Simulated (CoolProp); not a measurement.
A single-stage vapour-compression cycle with R1224YDZ: evaporating at 254.15 K (dew point), condensing at 308.15 K (bubble point), superheat 10 K, subcooling 8 K, compressor efficiency 0.8, no pressure losses. Each further row changes one setting.

Model: reference Helmholtz-energy equation of state, Akasaka 2023, in CoolProp.

```
case                              cooling COP  pressure ratio  discharge temperature (K)  refrigerating effect (kJ/kg)  volumetric capacity (kJ/m³)
--------------------------------  -----------  --------------  -------------------------  ----------------------------  ---------------------------
as stated                          (withheld)            9.35                      326.8                           141                          215
evaporating temperature 259.15 K         3.70      (withheld)                 (withheld)                           144                          279
condensing temperature 303.15 K          3.64      (withheld)                      321.9                           147                          223
subcooling 13 K                    (withheld)            9.35                      326.8                           147                          223
superheat 20 K                           3.26            9.35                      337.2                    (withheld)                   (withheld)
compressor efficiency 0.7                2.82            9.35                      334.1                           141                          215
```

Question: Complete the blanks.

Answer: 
- as stated, cooling COP: 3.22
- evaporating temperature 259.15 K, pressure ratio: 7.25
- evaporating temperature 259.15 K, discharge temperature (K): 325.0
- condensing temperature 303.15 K, pressure ratio: 7.91
- subcooling 13 K, cooling COP: 3.36
- superheat 20 K, refrigerating effect (kJ/kg): 148
- superheat 20 K, volumetric capacity (kJ/m³): 217
